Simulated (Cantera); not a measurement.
Mixture: CH4 : H2 : O2 : N2 : CO2 = 1 : 0.45 : 4.45 : 16.7 : 2.2 (molar parts), at 500000 Pa, adiabatic and at constant volume. Ignition delay is the time to a rise of 400 K.

Detailed kinetics in Cantera: GRI-Mech 3.0 (53 species, 325 reactions). Below about 1000 K GRI-Mech 3.0 lacks low-temperature oxidation paths. Below about 950 K walls govern HO2 and H2O2 in real vessels.

Q: What does this change do: CH4 1 to 0.8 parts?

A: 
| quantity | before | after |
|---|---|---|
| delay at 873 K | 0.821 s | 0.900 s |
| delay at 1073 K | 4.15 ms | 4.10 ms |
| delay at 1273 K | 0.338 ms | 0.263 ms |
| delay at 1473 K | 79.2 µs | 61.6 µs |
| delay at 1673 K | 24.7 µs | 20.5 µs |
| apparent activation energy between 1573 and 1773 K | 120 kJ/mol | 110 kJ/mol |

Q: What does this change do: 0.63 parts H2O added?

A: 
```json
[
 {"quantity": "delay at 873 K", "before": "0.821 s", "after": "0.830 s"},
 {"quantity": "delay at 1073 K", "before": "4.15 ms", "after": "5.01 ms"},
 {"quantity": "delay at 1273 K", "before": "0.338 ms", "after": "0.362 ms"},
 {"quantity": "delay at 1473 K", "before": "79.2 µs", "after": "83.0 µs"},
 {"quantity": "delay at 1673 K", "before": "24.7 µs", "after": "25.3 µs"},
 {"quantity": "apparent activation energy between 1573 and 1773 K", "before": "120 kJ/mol", "after": "120 kJ/mol"}
]
```
